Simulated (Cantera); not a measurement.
A closed system holds: 1 mol FeCl3, 100 mol N2, equilibrated at 1850 K and 18.0 Pa.

Cantera equilibrium calculation (NASA polynomials, part measured and part estimated; ideal gas, pure solids and liquids). Candidate condensed phases: Fe, FeCl2, FeCl3; 10 gas species. Kinetics and transport are ignored.

Base state: N2 0.972, Cl 0.0182, FeCl2 0.00548, Fe 0.00423, FeCl 1.73e-5 (mole fractions); condensed: gas only.

**Question.** What changes in the equilibrium state with this change: pressure from 18.0 Pa to 1330 Pa?

**Answer.** 
```
species   before    after
-------  -------  -------
N2         0.972    0.980
FeCl2    0.00548  0.00980
Cl        0.0182  0.00980
Fe       0.00423  4.75e-6
FeCl     1.73e-5  7.77e-7
```

**Question.** What changes in the equilibrium state with this change: pressure from 18.0 Pa to 1000 Pa?

**Answer.** 
| species | before | after |
|---|---|---|
| N2 | 0.972 | 0.980 |
| Cl | 0.0182 | 0.00981 |
| FeCl2 | 0.00548 | 0.00979 |
| Fe | 0.00423 | 8.42e-6 |
| FeCl | 1.73e-5 | 1.03e-6 |
